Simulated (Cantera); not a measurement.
Catalytic stagnation flow on Pt

A jet of 6.28 % CH₄, 12.4 % O₂, 81.4 % N₂, equivalence ratio 1.0 at 300 K and 0.0220 bar hits a platinum plate 3 cm away at a mass flux of 0.035 kg/m²/s; the plate temperature is set and raised in steps from an oxygen-covered start.

Model: Deutschmann's 1995 Pt surface mechanism with GRI-Mech 3.0 gas chemistry, integrated in Cantera. Catalytic surfaces can have several steady states; this one follows from the mechanism file's or the stated starting coverage.

```tsv
plate T (K)	wall x CH₄	wall x O₂	wall x H₂O	wall x OH	wall x CO	wall x CO₂	θ free Pt	θ O*
850	0.0550	0.107	0.0148	1.26e-8	1.80e-5	0.00966	0.212	0.787
900	0.0487	0.0931	0.0267	5.20e-8	2.33e-5	0.0175	0.294	0.705
950	0.0414	0.0776	0.0402	1.70e-7	2.86e-5	0.0264	0.383	0.616
1000	0.0345	0.0629	0.0530	4.72e-7	3.42e-5	0.0349	0.476	0.524
1050	0.0287	0.0507	0.0635	1.14e-6	4.08e-5	0.0420	0.566	0.433
1100	0.0243	0.0413	0.0716	2.45e-6	4.98e-5	0.0474	0.651	0.348
1150	0.0210	0.0345	0.0775	4.77e-6	6.28e-5	0.0514	0.727	0.272
1200	0.0187	0.0298	0.0815	8.57e-6	8.23e-5	0.0541	0.791	0.208
```
x: mole fraction at the wall; θ: surface coverage.
